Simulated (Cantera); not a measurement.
**Thermodynamics of carbothermic reduction, feed Fe3O4 + CH4 + H2**

Charge: 1 mol Fe3O4, 4.9 mol CH4, 0.78 mol H2, equilibrated at 4.90 bar.

Equilibrium computed with Cantera from the NASA thermochemical tables; the gas is ideal and each condensed phase is pure. Candidate condensed phases: C, C6H6, C7H8, C8H18, Fe, Fe(CO)5, FeO, Fe(OH)2, Fe(OH)3, Fe2O3, Fe3O4, H2O; 114 gas species. Iron dissolves carbon and melts from about 1420 K in contact with it, which pure phases cannot show. Condensed phases not in the tables: cementite and carbon dissolved in iron. Rates play no part.

From 1100 °C to 1300 °C the condensed part is C(graphite) + Fe(γ). From 1400 °C to 1500 °C the condensed part is C(graphite) + Fe(δ). From 1600 °C to 2300 °C the condensed part is C(graphite) + Fe(l).

```
T (°C)   x H2   x CO       x H     x CH4      x Fe  x C2H2 (acetylene)  n C(graphite)  n Fe(γ)  n Fe(δ)  n Fe(l)
------  -----  -----  --------  --------  --------  ------------------  -------------  -------  -------  -------
1100    0.709  0.273   1.27e-6    0.0124   1.59e-9             1.23e-6          0.798     3.00        0        0
1200    0.716  0.274   4.84e-6   0.00737   1.71e-8             4.66e-6          0.827     3.00        0        0
1300    0.720  0.275   1.56e-5   0.00465   1.34e-7             1.49e-5          0.848     3.00        0        0
1400    0.722  0.275   4.37e-5   0.00310   8.19e-7             4.11e-5          0.862        0     3.00        0
1500    0.723  0.275  0.000109   0.00216   4.04e-6            0.000101          0.870        0     3.00        0
1600    0.723  0.275  0.000248   0.00156   1.61e-5            0.000226          0.873        0        0     3.00
1700    0.723  0.274  0.000518   0.00117   5.47e-5            0.000463          0.871        0        0     3.00
1800    0.723  0.274   0.00101  0.000901  0.000164            0.000886          0.862        0        0     3.00
1900    0.721  0.274   0.00185  0.000711  0.000441             0.00159          0.843        0        0     2.99
2000    0.719  0.274   0.00322  0.000571   0.00108             0.00271          0.812        0        0     2.98
2100    0.714  0.273   0.00533  0.000466   0.00245             0.00439          0.763        0        0     2.96
2200    0.707  0.272   0.00847  0.000384   0.00516             0.00682          0.690        0        0     2.92
2300    0.696  0.270    0.0129  0.000318    0.0102              0.0102          0.588        0        0     2.85
```
x: gas mole fraction; n: condensed amount in mol.
